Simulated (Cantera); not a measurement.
What does this Cantera script print?

```python
import numpy as np
import cantera as ct

gas = ct.Solution("gri30.yaml")


def delay(T, t_max=10):
    gas.TPX = T, 500000, {'CH4': 1, 'H2': 0.15, 'O2': 2.92, 'N2': 11, 'CO2': 0.044}
    reactor = ct.IdealGasConstPressureReactor(gas, clone=False)
    net = ct.ReactorNet([reactor])
    net.rtol, net.atol = 1e-8, 1e-16
    while net.time < t_max:
        t_old, T_old = net.time, reactor.T
        net.step()
        if reactor.T > T + 400:  # ignition: a rise of 400 K
            return t_old + (T + 400 - T_old) / (reactor.T - T_old) * (net.time - t_old)
    return np.nan


taus = []
for T in [1050, 1100, 1150, 1200, 1250, 1300, 1350, 1400, 1450]:
    taus.append(delay(T))
    print(f"T0 = {T:6g} K   tau = {taus[-1]:.4e} s")
```

Output:

```
T0 =   1050 K   tau = 1.1012e-02 s
T0 =   1100 K   tau = 5.6876e-03 s
T0 =   1150 K   tau = 3.3633e-03 s
T0 =   1200 K   tau = 2.1025e-03 s
T0 =   1250 K   tau = 1.3377e-03 s
T0 =   1300 K   tau = 8.5588e-04 s
T0 =   1350 K   tau = 5.5033e-04 s
T0 =   1400 K   tau = 3.5672e-04 s
T0 =   1450 K   tau = 2.3398e-04 s
```

Cantera simulation using GRI-Mech 3.0 (53 species, 325 reactions); the numbers are that mechanism's predictions, not measurements.
